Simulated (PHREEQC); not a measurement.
0.03 g of hydrous ferric oxide (600 m²/g; 0.2 weak and 0.005 strong sites per Fe, Dzombak-Morel constants, diffuse double layer) in 1 kg of water with 0.3 mol/kgw of an inert sodium salt and 2.5e-05 mol PbCl2, 4.5e-06 mol H3BO3 and 0.00011 mol Na2SO4, at 25 °C; the pH is set by adding NaOH or the inert anion's acid. Oxygen alone is held at its pressure in air (log pO2 = -0.68). No CO2 enters from the air. Nothing may precipitate in this run.

Equilibrium calculation in PHREEQC: ion-association model, wateq4f.dat.

Task: Predict Pb sorbed (%), S sorbed (%), surface charge σ (C/m²) at pH = 3.67, 5, 6.33, 7, 9.

Result: 
```tsv
pH	Pb sorbed (%)	S sorbed (%)	surface charge σ (C/m²)
3.67	1.8	10.2	0.244
5	8.0	7.4	0.210
6.33	68.3	2.0	0.140
7	93.4	0.8	0.112
9	99.9	0.0	0.003
```

The oxide is taken as insoluble; below pH 4 it would dissolve.
